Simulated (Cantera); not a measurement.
What does this Cantera script print?

```python
import numpy as np
import cantera as ct

gas = ct.Solution("h2o2.yaml")
gas.TPX = 923, 430, {'H2': 0.032, 'O2': 1}
reactor = ct.IdealGasConstPressureReactor(gas, energy="off", clone=False)
net = ct.ReactorNet([reactor])
net.rtol, net.atol = 1e-08, 1e-18
show = ['H2', 'O2', 'H', 'H2O2', 'H2O', 'OH', 'HO2']
times = np.geomspace(5e-06, 1, 12)

steps = ct.SolutionArray(gas, extra=["t"])
rows = []
print(f"{'t/s':>10s}{'T/K':>9s}{'P/Pa':>11s}" + "".join(f"{s:>11s}" for s in show))
for t in times:
    while net.time < t:
        t_next = net.step()
        steps.append(gas.state, t=t_next)
    rows.append([np.interp(t, steps.t, y) for y in (steps.T, steps.P, *steps(*show).X.T)])
    print(f"{t:10.3e}{rows[-1][0]:9.1f}{rows[-1][1]:11.4g}" + "".join(f"{x:11.3e}" for x in rows[-1][2:]))
rate = np.gradient(steps.T, steps.t)
print("integrator steps:", len(steps.t))
if steps.T.max() > steps.T[0] + 200:
    print(f"time of steepest temperature rise: {steps.t[rate.argmax()]:.4e} s")
gas.TPX = 923, 430, {'H2': 0.032, 'O2': 1}
gas.equilibrate("TP")
print(f"equilibrium (TP): T = {gas.T:.1f} K  " + "  ".join(f"{s} {gas[s].X[0]:.3e}" for s in show))
```

Result:

```
       t/s      T/K       P/Pa         H2         O2          H       H2O2        H2O         OH        HO2
 5.000e-06    923.0        430  3.101e-02  9.690e-01  4.771e-14  4.668e-21  6.090e-19  1.706e-16  4.789e-14
 1.517e-05    923.0        430  3.101e-02  9.690e-01  1.438e-13  4.101e-20  1.460e-17  1.483e-15  1.453e-13
 4.600e-05    923.0        430  3.101e-02  9.690e-01  4.273e-13  3.782e-19  3.711e-16  1.329e-14  4.407e-13
 1.395e-04    923.0        430  3.101e-02  9.690e-01  1.226e-12  3.464e-18  9.360e-15  1.119e-13  1.338e-12
 4.233e-04    923.0        430  3.101e-02  9.690e-01  3.288e-12  3.192e-17  2.193e-13  8.199e-13  4.064e-12
 1.284e-03    923.0        430  3.101e-02  9.690e-01  8.970e-12  2.941e-16  4.148e-12  4.756e-12  1.238e-11
 3.894e-03    923.0        430  3.101e-02  9.690e-01  4.286e-11  2.731e-15  7.606e-11  3.223e-11  3.819e-11
 1.181e-02    923.0        430  3.101e-02  9.690e-01  1.994e-09  2.898e-14  5.808e-09  1.621e-09  1.697e-10
 3.583e-02    923.0        430  3.035e-02  9.685e-01  1.742e-04  1.184e-09  5.016e-04  1.305e-04  1.661e-06
 1.087e-01    923.0        430  4.403e-04  9.560e-01  3.839e-03  1.892e-08  2.852e-02  7.044e-04  2.250e-06
 3.297e-01    923.0        430  1.060e-04  9.649e-01  5.465e-04  1.617e-08  3.089e-02  3.237e-04  1.533e-06
 1.000e+00    923.0        430  1.521e-05  9.679e-01  3.083e-05  1.408e-08  3.140e-02  1.187e-04  6.886e-07
integrator steps: 1131
equilibrium (TP): T = 923.0 K  H2 3.580e-12  O2 9.685e-01  H 7.105e-15  H2O2 1.970e-12  H2O 3.150e-02  OH 7.258e-08  HO2 1.109e-10
```

Detailed kinetics in Cantera: the H2/O2 subset of GRI-Mech 3.0, which has no nitrogen chemistry. Radical loss at walls, strong at low pressure, is not modelled. Below about 950 K walls govern HO2 and H2O2 in real vessels.
